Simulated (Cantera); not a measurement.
A closed system holds: 1 mol Pb, 0.028 mol O2, a varied amount of N2, held at 1475 K and 101000 Pa.

Equilibrium computed with Cantera from the NASA thermochemical tables; the gas is ideal and each condensed phase is pure. Candidate condensed phases: Pb, PbO, PbO2, Pb3O4; 12 gas species. Gases not in the tables: (PbO)n polymers. Equilibrium is a limit: real reactors are often held back by kinetics, nucleation or transport.

At 22 mol N2, list the 3 most abundant gas species with their mole fractions, and the condensed phases.

N2 0.979, Pb 0.0190, PbO 0.00249. Condensed: Pb(l).
